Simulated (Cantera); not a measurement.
An isothermal plug-flow reactor at 450 K and 23000 Pa (inlet), inlet velocity 0.16 m/s, active area per volume 2100 1/m; feed CO : O₂ : N₂ : H₂O = 0.0036 : 0.037 : 0.79 : 0.065 (molar parts), equivalence ratio 0.049.

Model: Deutschmann's 1995 Pt surface mechanism with GRI-Mech 3.0 gas chemistry, integrated in Cantera. Catalytic surfaces can have several steady states; this one follows from the mechanism file's or the stated starting coverage. Mass transfer to the wall is taken as infinitely fast.

Q: Predict: x(CO) at z = 0.037 m; x(O₂) at z = 0.037 m; x(H₂O) at z = 0.037 m; x(CO₂) at z = 0.037 m; θ(O*) at the exit; θ(OH*) at the exit; θ(CO*) at the exit.

A: 
- x(CO) at z = 0.037 m = 0.00381
- x(O₂) at z = 0.037 m = 0.0412
- x(H₂O) at z = 0.037 m = 0.0726
- x(CO₂) at z = 0.037 m = 0.000206
- θ(O*) at the exit = 0.0171
- θ(OH*) at the exit = 0.00124
- θ(CO*) at the exit = 0.981
